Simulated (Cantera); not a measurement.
Cantera run:

```python
import numpy as np
import cantera as ct

gas_names = """
    Ca CaF CaF2 CaO Ca2 F FO FO2 F2 F2O N NF NF2 NF3 NO NO2 NO3 N2 N2O O O2 O3
""".split()
cond_names = """
    Ca(a) Ca(b) Ca(L) CaF2(a) CaF2(b) CaF2(L) CaO(s) CaO(L)
""".split()


# ... load() reads the species with a 1 bar reference pressure and builds the phases ...
atoms = {
    'CaF2': {'Ca': 1, 'F': 2},
    'O2': {'O': 2},
    'N2': {'N': 2},
}
top_T = {}  # K; cautious upper limits of use, not melting points


# ... equilibrate(T, P, feed) seeds the gas with the atoms and calls Mixture.equilibrate('TP', solver="vcs", rtol=1e-11, max_steps=5000) ...
results = []
feed = {'CaF2': 1, 'O2': 6.4, 'N2': 0.25}  # mol
P = 6.6  # Pa
for T in [1173, 1223, 1273, 1323, 1373, 1423, 1473, 1523, 1573, 1623, 1673, 1723, 1773, 1823]:
    mix = equilibrate(T, P, feed)
    results.append((T, P, feed, dict(zip(mix.species_names, mix.species_moles))))

top = {s: max(r[3][s] / sum(r[3][g] for g in gas_names) for r in results) for s in gas_names}
cols = sorted((s for s in top if top[s] > 1e-06), key=lambda s: -top[s])[:8]
seen = [c for c in cond_names if any(r[3].get(c, 0) > 1e-12 for r in results)]
print("log10 of partial pressures in bar; condensed amounts in mol")
print(f"{'T/K':>10s}" + "".join(f"{s[:9]:>10s}" for s in cols + seen))
for T, P, feed, n in results:
    ng = sum(n[g] for g in gas_names)
    print(f"{T:10.4g}" + "".join(f"{np.log10(max(n[s] / ng * P / 1e5, 1e-99)):10.3f}" for s in cols)
          + "".join(f"{n.get(c, 0):10.4g}" for c in seen))
```

Result:

```
log10 of partial pressures in bar; condensed amounts in mol
       T/K        O2      CaF2        N2         O        NO         F       CaF   CaF2(a)   CaF2(b)    CaO(s)
      1173    -4.197    -9.650    -5.606    -9.953    -8.311   -12.915   -17.010         1         0 6.129e-09
      1223    -4.197    -8.890    -5.606    -9.492    -8.145   -12.237   -15.847    0.9999         0 2.921e-08
      1273    -4.197    -8.194    -5.606    -9.067    -7.992   -11.612   -14.779    0.9994         0 1.228e-07
      1323    -4.197    -7.553    -5.607    -8.674    -7.850   -11.036   -13.793    0.9972         0 4.628e-07
      1373    -4.198    -6.962    -5.608    -8.309    -7.719   -10.503   -12.882     0.989         0 1.579e-06
      1423    -4.200    -6.416    -5.610    -7.971    -7.599   -10.008   -12.036    0.9611         0 4.927e-06
      1473    -4.205    -5.916    -5.616    -7.657    -7.491    -9.552   -11.252         0    0.8753 1.412e-05
      1523    -4.221    -5.452    -5.633    -7.369    -7.401    -9.130   -10.519         0    0.6241  3.79e-05
      1573    -4.259    -5.064    -5.671    -7.110    -7.339    -8.762    -9.851         0         0 9.213e-05
      1623    -4.259    -5.065    -5.672    -6.850    -7.246    -8.590    -9.416         0         0 0.0001268
      1673    -4.260    -5.065    -5.674    -6.606    -7.159    -8.428    -9.007         0         0 0.0001594
      1723    -4.261    -5.066    -5.676    -6.376    -7.078    -8.275    -8.622         0         0 0.0001692
      1773    -4.263    -5.067    -5.679    -6.159    -7.002    -8.131    -8.259         0         0 0.0001082
      1823    -4.267    -5.068    -5.682    -5.955    -6.931    -7.954    -7.958         0         0         0
```

Equilibrium computed with Cantera from the NASA thermochemical tables; the gas is ideal and each condensed phase is pure.
